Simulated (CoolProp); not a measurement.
A simple Rankine cycle with isobutane: condensing at 324.15 K, boiler at 2.09 MPa, turbine inlet 380.9 K, turbine efficiency 0.6, pump efficiency 0.7, no recuperator. Each further row changes one setting.

Computed with CoolProp (reference Helmholtz-energy equation of state, Bücker 2006).

| case | thermal efficiency (%) | net work (kJ/kg) | heat in (kJ/kg) | turbine exit temperature (K) | volume ratio over the turbine |
|---|---|---|---|---|---|
| as stated | 6.1 | 22.3 | 365 | 346.6 | 3.54 |
| turbine inlet 400.9 K | 6.1 | 25.7 | 420 | 370.9 | 3.33 |
| condensing temperature 316.15 K | 7.0 | 27.1 | 386 | 342.0 | 4.37 |
| boiler pressure 1.46 MPa | 4.5 | 17.5 | 392 | 361.8 | 2.21 |
| turbine efficiency 0.5 | 4.9 | 18.0 | 365 | 348.7 | 3.58 |
